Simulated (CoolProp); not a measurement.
The fluid at 386.08 K and 10.8 MPa is throttled through a valve to 3.31 MPa with no heat exchange. The same conditions are run with several fluids, on thermodynamics alone (safety and materials aside).

The numbers come from the reference Helmholtz-energy equation of state of each fluid (nitrous oxide: Lemmon 2006; methane: Setzmann 1991; normal hydrogen: Leachman 2009; oxygen: Schmidt 1985; propane: Lemmon 2009) in CoolProp.

| fluid | temperature change (K) | final phase | final density (kg/m³) |
|---|---|---|---|
| nitrous oxide | -50.1 | gas | 60.0 |
| methane | (withheld) | gas | (withheld) |
| normal hydrogen | +3.3 | supercritical | 2.03 |
| oxygen | (withheld) | gas | 34.0 |
| propane | (withheld) | (withheld) | (withheld) |

Q: Some entries are withheld; supply them.

A: 
- methane, temperature change (K): -16.4
- methane, final density (kg/m³): 17.7
- oxygen, temperature change (K): -10.1
- propane, temperature change (K): -30.0
- propane, final phase: two-phase, vapour fraction 0.407
- propane, final density (kg/m³): 166

Above 300 K oxygen's equation is extrapolated.
